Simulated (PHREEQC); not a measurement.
# Leach liquor (model solution)

Consider water at 45 °C with 0.035 mol H2SO4, 0.00089 mol Al2(SO4)3 and 4.4e-05 mol MnSO4 per kg of water. Closed to the air; pH follows from the charge balance.

Computed with PHREEQC (ion-association model, phreeqc.dat).

This is a speciation only: nothing precipitates in the calculation.

Predict the pH, ionic strength.

pH 1.44; ionic strength 0.0550 mol/kgw.

In which forms is S present?

HSO4- 72 %, SO4-2 24 %, AlSO4+ 3.4 %, Al(SO4)2- 0.9 % of the S.

Constants without temperature data keep their 25 °C values here.
